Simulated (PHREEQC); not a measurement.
Dissolve 0.005 mol/kgw H2SO4, 0.00045 mol/kgw Fe(NO3)3 and 5.2e-05 mol/kgw KH2PO4 at 14 °C. Closed to the air; pH follows from the charge balance.

All values are PHREEQC results (ion-association model, wateq4f.dat), not measurements.

Precipitation was switched off in this run.

**Question.** Order these P species by the share of P that they hold, largest first: H3PO4, H2PO4-, FeH2PO4+2.

**Answer.** FeH2PO4+2 (77 %), H2PO4- (12 %), H3PO4 (11 %)

The pH is 2.11 and the ionic strength 0.0126 mol/kgw. The solution is supersaturated, for example in Strengite, Hematite (slow to form), so a real one may precipitate; this is no full list. Complexes and solids missing from the database can't appear. H3PO4, which wateq4f.dat lacks, is added to it with the constant of phreeqc.dat. At this temperature some constants are extrapolated from 25 °C, and those without enthalpy data are left unchanged.
